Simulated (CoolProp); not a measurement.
Vapour-liquid equilibrium of dimethyl ether (1) + 1-butene (2) at -80.95 °C; x and y are mole fractions of (1).

Computed with CoolProp (multi-fluid Helmholtz-energy mixture model, Wu 2011 and Lemmon 2005; pair parameters Bell 2016).

| x | bubble pressure, mixture model (bar) | bubble pressure, Raoult's law (bar) | y, mixture model | y, Raoult's law |
|---|---|---|---|---|
| 0.05 | ? | 0.01529 | 0.177 | 0.122 |
| 0.15 | 0.02022 | 0.01762 | ? | 0.318 |
| 0.25 | 0.02350 | 0.01995 | ? | 0.469 |
| 0.35 | 0.02625 | 0.02227 | ? | 0.588 |
| 0.45 | 0.02860 | 0.02460 | ? | 0.684 |
| 0.55 | ? | 0.02692 | 0.759 | 0.764 |
| 0.65 | 0.03239 | 0.02925 | ? | 0.831 |
| 0.75 | 0.03398 | 0.03158 | 0.859 | 0.888 |
| 0.85 | ? | 0.03390 | 0.910 | 0.937 |
| 0.95 | 0.03678 | 0.03623 | 0.967 | 0.981 |

Q: Some entries are withheld; supply them.

A: 
- 0.05, bubble pressure, mixture model (bar): 0.01633
- 0.15, y, mixture model: 0.400
- 0.25, y, mixture model: 0.537
- 0.35, y, mixture model: 0.630
- 0.45, y, mixture model: 0.701
- 0.55, bubble pressure, mixture model (bar): 0.03061
- 0.65, y, mixture model: 0.810
- 0.85, bubble pressure, mixture model (bar): 0.03545

The largest gap from Raoult's law is +17.9 % in bubble pressure, at x = 0.35. No azeotrope shows between x = 0.05 and 0.95.

Pair parameters are fitted to limited data, so mixtures are less certain than the pure fluids.
